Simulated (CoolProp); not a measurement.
Model: reference Helmholtz-energy equation of state, Lemmon 2006, in CoolProp. It is a short technical equation, of lower accuracy than the large ones.

### Question
Give the vapour pressure (MPa), enthalpy of vaporisation (kJ/kg), liquid cp (kJ/(kg K)), vapour Z of saturated toluene at 140.85, 194.15, 226.15 °C.

### Answer
| T (°C) | p (MPa) | enthalpy of vaporisation (kJ/kg) | liquid cp (kJ/(kg K)) | vapour Z |
|---|---|---|---|---|
| 140.85 | 0.223 | 340 | 2.12 | 0.930 |
| 194.15 | 0.675 | 296 | 2.35 | 0.848 |
| 226.15 | 1.16 | 263 | 2.52 | 0.777 |
